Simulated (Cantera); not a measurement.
Input: 1 mol TiC, 0.2 mol C, 2 mol H₂, at 25.0 Pa.

Points: T (K) = 2148, 2198, 2248, 2298, 2348, 2398, 2448, 2498, 2548, 2598, 2648, 2698, 2748, 2798.

Cantera's Mixture.equilibrate('TP', solver="vcs", rtol=1e-11, max_steps=5000) on the NASA tables stopped like this:

```
74e-03  C3 1.927e-03  C 6.476e-04  C2H 5.806e-04  C2 1.775e-04  C4H2 1.096e-05
   condensed (mol): C(gr) 0.1794  TiC(s) 0.9782
T = 2548 K  P = 25 Pa  gas = 3.463 mol
   x: H 8.082e-01  H2 1.707e-01  Ti 1.218e-02  C3 4.135e-03  C2H2,acetylene 2.252e-03  C 1.272e-03  C2H 8.459e-04  C2 3.845e-04  C5 1.511e-05  C4H2 1.229e-05
   condensed (mol): C(gr) 0.1702  TiC(s) 0.9578
T = 2598 K  P = 25 Pa  gas = 3.668 mol
   x: H 8.412e-01  H2 1.220e-01  Ti 2.174e-02  C3 8.608e-03  C 2.433e-03  C2H2,acetylene 1.964e-03  C2H 1.187e-03  C2 8.080e-04  C5 3.863e-05  C4H2 1.309e-05  CH 1.299e-05
   condensed (mol): C(gr) 0.146  TiC(s) 0.9202
ERROR: FAILURE its = 5001!

*******************************************************************************
CanteraError thrown by MultiPhase::equilibrate:
VCS solver failed. Return code: -1
*******************************************************************************
```

What got this run through?

Several could match; the one computed here: The failure is numerical, not chemical. The same input converged with solver="gibbs", rtol=1e-10, max_steps=50000, and the result passed a check of the equilibrium conditions:
```
T = 2148 K  P = 25 Pa  gas = 2.261 mol
   x: H2 7.675e-01  H 2.309e-01  C2H2,acetylene 1.470e-03  Ti 4.380e-05  C2H 1.321e-05
   condensed (mol): C(gr) 0.1934  TiC(s) 0.9999
T = 2198 K  P = 25 Pa  gas = 2.347 mol
   x: H2 7.028e-01  H 2.953e-01  C2H2,acetylene 1.781e-03  Ti 9.921e-05  C2H 2.578e-05
   condensed (mol): C(gr) 0.1916  TiC(s) 0.9998
T = 2248 K  P = 25 Pa  gas = 2.453 mol
   x: H2 6.291e-01  H 3.685e-01  C2H2,acetylene 2.084e-03  Ti 2.166e-04  C2H 4.818e-05  C3 2.501e-05  C 1.408e-05
   condensed (mol): C(gr) 0.1898  TiC(s) 0.9995
T = 2298 K  P = 25 Pa  gas = 2.58 mol
   x: H2 5.484e-01  H 4.486e-01  C2H2,acetylene 2.346e-03  Ti 4.568e-04  C2H 8.625e-05  C3 6.447e-05  C 3.239e-05
   condensed (mol): C(gr) 0.188  TiC(s) 0.9988
T = 2348 K  P = 25 Pa  gas = 2.73 mol
   x: H 5.320e-01  H2 4.641e-01  C2H2,acetylene 2.536e-03  Ti 9.326e-04  C3 1.594e-04  C2H 1.479e-04  C 7.188e-05  C2 1.428e-05
   condensed (mol): C(gr) 0.1862  TiC(s) 0.9975
T = 2398 K  P = 25 Pa  gas = 2.898 mol
   x: H 6.145e-01  H2 3.802e-01  C2H2,acetylene 2.627e-03  Ti 1.847e-03  C3 3.792e-04  C2H 2.431e-04  C 1.542e-04  C2 3.428e-05
   condensed (mol): C(gr) 0.1847  TiC(s) 0.9946
T = 2448 K  P = 25 Pa  gas = 3.079 mol
   x: H 6.910e-01  H2 3.012e-01  Ti 3.556e-03  C2H2,acetylene 2.605e-03  C3 8.697e-04  C2H 3.833e-04  C 3.208e-04  C2 7.936e-05
   condensed (mol): C(gr) 0.1829  TiC(s) 0.989
T = 2498 K  P = 25 Pa  gas = 3.269 mol
   x: H 7.569e-01  H2 2.306e-01  Ti 6.666e-03  C2H2,acetylene 2.474e-03  C3 1.927e-03  C 6.476e-04  C2H 5.806e-04  C2 1.775e-04  C4H2 1.096e-05
   condensed (mol): C(gr) 0.1794  TiC(s) 0.9782
T = 2548 K  P = 25 Pa  gas = 3.463 mol
   x: H 8.082e-01  H2 1.707e-01  Ti 1.218e-02  C3 4.135e-03  C2H2,acetylene 2.252e-03  C 1.272e-03  C2H 8.459e-04  C2 3.845e-04  C5 1.511e-05  C4H2 1.229e-05
   condensed (mol): C(gr) 0.1702  TiC(s) 0.9578
T = 2598 K  P = 25 Pa  gas = 3.668 mol
   x: H 8.412e-01  H2 1.220e-01  Ti 2.174e-02  C3 8.608e-03  C 2.433e-03  C2H2,acetylene 1.964e-03  C2H 1.187e-03  C2 8.080e-04  C5 3.863e-05  C4H2 1.309e-05  CH 1.299e-05
   condensed (mol): C(gr) 0.146  TiC(s) 0.9202
T = 2648 K  P = 25 Pa  gas = 3.907 mol
   x: H 8.513e-01  H2 8.377e-02  Ti 3.795e-02  C3 1.741e-02  C 4.540e-03  C2 1.650e-03  C2H2,acetylene 1.632e-03  C2H 1.600e-03  C5 9.523e-05  C4 1.899e-05  CH 1.802e-05  C4H2 1.319e-05
   condensed (mol): C(gr) 0.08586  TiC(s) 0.8517
T = 2698 K  P = 25 Pa  gas = 4.227 mol
   x: H 8.329e-01  Ti 6.710e-02  H2 5.454e-02  C3 3.095e-02  C 8.001e-03  C2 3.065e-03  C2H 1.927e-03  C2H2,acetylene 1.193e-03  C5 1.914e-04  C4 3.897e-05  CH 2.309e-05  C4H2 1.084e-05
   condensed (mol): TiC(s) 0.7164
T = 2748 K  P = 25 Pa  gas = 4.723 mol
   x: H 7.779e-01  Ti 1.231e-01  C3 4.518e-02  H2 3.280e-02  C 1.303e-02  C2 4.949e-03  C2H 1.955e-03  C2H2,acetylene 7.134e-04  C5 2.797e-04  C4 6.162e-05  CH 2.637e-05
   condensed (mol): TiC(s) 0.4184
T = 2798 K  P = 25 Pa  gas = 5.374 mol
   x: H 7.042e-01  Ti 1.861e-01  C3 6.047e-02  C 2.034e-02  H2 1.878e-02  C2 7.483e-03  C2H 1.826e-03  C2H2,acetylene 3.871e-04  C5 3.572e-04  C4 8.702e-05  CH 2.829e-05
   condensed (mol): none
```

The gas is ideal and each condensed phase is pure. TiC: taken at fixed stoichiometry.
